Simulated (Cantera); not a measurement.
# Ignition delay

Mixture: 15.3 % CH4, 1.53 % H2, 17.5 % O2, 65.6 % N2, equivalence ratio 1.8, at 1.00 bar, adiabatic and at constant pressure. Ignition delay is the time to a rise of 400 K.

Cantera simulation using GRI-Mech 3.0 (53 species, 325 reactions); the numbers are that mechanism's predictions, not measurements.

```json
[
 {"T0 (K)": "1073", "delay (ms)": "101"},
 {"T0 (K)": "1123", "delay (ms)": "57.3"},
 {"T0 (K)": "1173", "delay (ms)": "32.2"},
 {"T0 (K)": "1223", "delay (ms)": "18.1"},
 {"T0 (K)": "1273", "delay (ms)": "10.2"},
 {"T0 (K)": "1323", "delay (ms)": "5.84"},
 {"T0 (K)": "1373", "delay (ms)": "3.39"},
 {"T0 (K)": "1423", "delay (ms)": "2.02"},
 {"T0 (K)": "1473", "delay (ms)": "1.23"},
 {"T0 (K)": "1523", "delay (ms)": "0.772"}
]
```

* **apparent activation energy between 1423 and 1523 K**: 170 kJ/mol
